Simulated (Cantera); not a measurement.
A counterflow diffusion flame at 1.80 bar, nozzles 20 mm apart: fuel side 53.8 % CH₄, 46.2 % N₂ at 425 K, oxidiser side 19.0 % O₂, 81.0 % N₂ at 525 K, fuel mass flux 1.1 times the oxidiser's; mixture-averaged transport, no radiation.

Model: GRI-Mech 3.0 (53 species, 325 reactions), integrated in Cantera. GRI-Mech 3.0 has no aromatics or soot, which form on the fuel side of real flames. The maximum strain rate includes the flame's own expansion and is several times the mean.

x: mole fraction; the columns are a selection and need not sum to one.

```
oxidiser flux (kg/m²/s)  max strain (1/s)  mean strain (1/s)  T max (K)  peak x OH  peak x H   peak x NO  peak x CO  peak x C₂H₂
-----------------------  ----------------  -----------------  ---------  ---------  --------  ----------  ---------  -----------
0.45                                  175               41.5       2014    0.00474   0.00192    0.000183     0.0331      0.00653
0.57                                  217               52.5       2005    0.00476   0.00200    0.000171     0.0331      0.00605
0.72                                  269               66.4       1994    0.00476   0.00205    0.000158     0.0331      0.00560
0.92                                  338               84.8       1983    0.00474   0.00211  (withheld)     0.0331      0.00513
1.2                                   435                111       1970    0.00473   0.00218  (withheld)     0.0333      0.00470
1.5                                   537                138       1959    0.00468   0.00223  (withheld)     0.0335      0.00434
1.9                                   673                175       1943    0.00458   0.00225  (withheld)     0.0338      0.00393
2.4                                   840                221       1924    0.00442   0.00225  (withheld)     0.0341      0.00346
3                                    1040                277       1902    0.00420   0.00220  (withheld)     0.0344      0.00297
```

Question: Complete the blanks.

Answer: 
- 0.92, peak x NO: 0.000142
- 1.2, peak x NO: 0.000125
- 1.5, peak x NO: 0.000110
- 1.9, peak x NO: 9.27e-5
- 2.4, peak x NO: 7.44e-5
- 3, peak x NO: 5.67e-5
